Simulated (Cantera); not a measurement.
Feed: 1 mol Ti, 1.8 mol H2O, 1.1 mol CO, equilibrated at 1748 K and 0.173 Torr.

Cantera equilibrium calculation (NASA polynomials, part measured and part estimated; ideal gas, pure solids and liquids). Candidate condensed phases: C, C6H6, C7H8, C8H18, H2O, Ti, TiC, TiO, TiO2, Ti2O3, Ti3O5, Ti4O7; 113 gas species. Mutual solubility and eutectic melting of coexisting phases are not modelled. Condensed phases not in the tables: Magnéli phases beyond Ti4O7. Kinetics and transport are ignored.

Base state: H2 0.594, CO 0.374, H2O 0.0168, H 0.0116, CO2 0.00293, OH 1.92e-5 (mole fractions); condensed: Ti3O5(s) + Ti4O7(s).

### Question
What changes in the equilibrium state with this change: temperature from 1748 K to 1025 K?

### Answer
```csv
species,before,after
H2,0.594,0.621
CO,0.374,0.379
H2O,0.0168,6.77e-5
H,0.0116,2.26e-7
OH,1.92e-5,<1e-9
CO2,0.00293,5.37e-5
"Ti3O5(s), mol",0.0308,0
"Ti4O7(s), mol",0.227,0.200
"TiO2(rutile), mol",0,0.199
```

### Question
What changes in the equilibrium state with this change: H2O from 1.8 to 1.5 mol?

### Answer
| species | before | after |
|---|---|---|
| H2 | 0.594 | 0.568 |
| CO | 0.374 | 0.421 |
| H | 0.0116 | 0.0114 |
| H2O | 0.0168 | 3.53e-5 |
| TiO | 6.88e-7 | 2.46e-5 |
| OH | 1.92e-5 | 4.12e-8 |
| CO2 | 0.00293 | 7.24e-6 |
| Ti3O5(s), mol | 0.0308 | 0 |
| Ti4O7(s), mol | 0.227 | 0 |
| TiO(s), mol | 0 | 0.000145 |
| Ti2O3(s), mol | 0 | 0.500 |
TiO: taken at fixed stoichiometry.

### Question
What changes in the equilibrium state with this change: H2O from 1.8 to 3.8 mol?

### Answer
```
species             before     after
-----------------  -------  --------
H2                   0.594     0.439
H2O                 0.0168     0.327
CO                   0.374     0.185
CO2                0.00293    0.0381
H                   0.0116   0.00999
OH                 1.92e-5  0.000433
Ti3O5(s), mol       0.0308         0
Ti4O7(s), mol        0.227         0
TiO2(rutile), mol        0     1.000
```
